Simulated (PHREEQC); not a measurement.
Solution (50 °C): 0.064 mol HF and 8.4e-05 mol NaF per kg of water. Closed to the air; pH follows from the charge balance.

Model: ion-association model, phreeqc.dat, run in PHREEQC.

Each row changes one thing in this solution. No solid was allowed to form.

```tsv
case	pH	ionic strength (mol/kgw)	HF (mol/kgw)	F- (mol/kgw)	HF2- (mol/kgw)
as made	2.27	0.00595	0.0570	0.00477	0.00118
temperature from 50 to 90 °C	2.44	0.00400	0.0593	0.00321	0.000787
NaF left out	2.26	0.00590	0.0569	___	0.00117
HF from 0.064 to 0.032 mol/kgw	2.45	___	0.0278	0.00348	___
HF from 0.064 to 0.0064 mol/kgw	2.85	0.00155	0.00490	___	___
```

Task: Complete the blanks.

Result: 
- NaF left out, F- (mol/kgw): 0.00473
- HF from 0.064 to 0.032 mol/kgw, ionic strength (mol/kgw): 0.00390
- HF from 0.064 to 0.032 mol/kgw, HF2- (mol/kgw): 0.000419
- HF from 0.064 to 0.0064 mol/kgw, F- (mol/kgw): 0.00152
- HF from 0.064 to 0.0064 mol/kgw, HF2- (mol/kgw): 3.23e-5

Away from 25 °C the constants follow the database's enthalpies or fits; those with neither stay at their 25 °C values.
